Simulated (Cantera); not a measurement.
# Abatement and gas-phase synthesis: S + O₂ + N₂

Feed: 1 mol S, 0.044 mol O₂, 1 mol N₂, at 1200 K and 1 atm.

These are equilibrium values from Cantera (NASA tables, ideal gas, pure condensed phases), not measurements of a reactor. Candidate condensed phases: S; 17 gas species. Gases not in the tables: S₃ to S₇. Equilibrium is a limit: real reactors are often held back by kinetics, nucleation or transport.

```
Property                            Result
-------------------------------  ---------
x(N₂)                                0.658
x(S₂)                                0.312
x(SO₂)                              0.0270
x(S₂O)                             0.00371
x(SO)                              9.23e-5
gas amount                       1.521 mol
log10 activity of S(l) (absent)      -1.05
```
